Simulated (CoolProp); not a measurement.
Vapour-liquid equilibrium of R22 (1) + C3F8 (R218) (2) at 228.1 K; x and y are mole fractions of (1).

Values from CoolProp's multi-fluid Helmholtz-energy mixture model, Kamei 1995 and Lemmon 2006; pair parameters Bell 2016.

```csv
x,"bubble pressure, mixture model (MPa)","bubble pressure, Raoult's law (MPa)","y, mixture model","y, Raoult's law"
0.05,…,0.06932,…,0.060
0.125,0.09076,0.07038,0.321,0.147
0.2,0.09931,0.07144,0.416,0.232
0.275,0.1050,0.07249,0.479,0.314
0.35,0.1086,0.07355,0.521,0.394
0.425,0.1107,0.07461,0.551,0.471
0.5,0.1118,0.07567,0.573,0.547
0.575,…,0.07672,0.591,0.620
0.65,0.1120,0.07778,…,0.691
0.725,0.1113,0.07884,0.630,0.761
0.8,…,0.07990,0.662,0.828
0.875,0.1048,0.08095,0.719,0.894
0.95,0.09492,0.08201,0.836,0.958
```

Q: Complete the blanks.

A: 
- 0.05, bubble pressure, mixture model (MPa): 0.07876
- 0.05, y, mixture model: 0.166
- 0.575, bubble pressure, mixture model (MPa): 0.1121
- 0.65, y, mixture model: 0.608
- 0.8, bubble pressure, mixture model (MPa): 0.1093

The largest gap from Raoult's law is +48.4 % in bubble pressure, at x = 0.425. y crosses x between x = 0.575 and 0.65: the model has an azeotrope there.

Pair parameters are fitted to limited data, so mixtures are less certain than the pure fluids.
